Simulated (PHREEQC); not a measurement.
Buffer

A solution holds 0.0015 mol/kgw NaHCO3 and 0.00032 mol/kgw KOH, at 20 °C. Closed to the air; pH follows from the charge balance.

Equilibrium calculation in PHREEQC: ion-association model, phreeqc.dat.

Each row changes one thing in this solution. No solid was allowed to form.

```json
[
 {"case": "as made", "pH": "9.68", "ionic strength (mol/kgw)": "0.00210"},
 {"case": "KOH left out", "pH": "8.32", "ionic strength (mol/kgw)": "0.00151"},
 {"case": "temperature from 20 to 30 °C", "pH": "9.54", "ionic strength (mol/kgw)": "0.00207"},
 {"case": "diluted 2-fold with water", "pH": "9.64", "ionic strength (mol/kgw)": "0.00104"},
 {"case": "KOH replaced by KHSO4 at the same molality", "pH": "6.93", "ionic strength (mol/kgw)": "0.00214"},
 {"case": "7.6e-05 mol/kgw HCl added", "pH": "9.54", "ionic strength (mol/kgw)": "0.00203"},
 {"case": "NaHCO3 replaced by NaBF4 at the same molality", "pH": "3.16", "ionic strength (mol/kgw)": "0.00254"},
 {"case": "KOH from 0.00032 to 0.0032 mol/kgw", "pH": "11.38", "ionic strength (mol/kgw)": "0.00605"},
 {"case": "NaHCO3 left out", "pH": "10.66", "ionic strength (mol/kgw)": "0.000320"}
]
```
